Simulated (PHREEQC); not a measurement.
0.33 g of hydrous ferric oxide (600 m²/g; 0.2 weak and 0.005 strong sites per Fe, Dzombak-Morel constants, diffuse double layer) in 1 kg of water with 0.001 mol/kgw of an inert sodium salt and 0.00043 mol/kgw Ag2SO4, at 25 °C; the pH is set by adding NaOH or the inert anion's acid. Oxygen is held at 0.21 atm. The system is closed to CO2. Nothing may precipitate in this run.

Base run: PHREEQC, ion-association model, wateq4f.dat. Each further column changes one thing. The table gives S sorbed (%).

| pH | base | no electrostatic term (-no_edl) | background salt from 0.001 to 0.0001 mol/kgw | oxide from 0.33 to 1.7 g/kgw |
|---|---|---|---|---|
| 3 | 81.5 | 0.2 | 82.5 | 100.0 |
| 3.75 | 80.8 | 0.2 | 82.0 | 100.0 |
| 4.88 | 68.3 | 0.2 | 69.3 | 99.9 |
| 5.62 | 49.9 | 0.2 | 50.7 | 99.1 |
| 6.38 | 27.5 | 0.2 | 28.1 | 85.8 |
| 7.12 | 8.7 | 0.2 | 9.1 | 37.4 |
| 8.25 | 0.1 | 0.2 | 0.1 | 0.7 |
| 9 | 0.0 | 0.1 | 0.0 | 0.0 |

The oxide is taken as insoluble; below pH 4 it would dissolve.
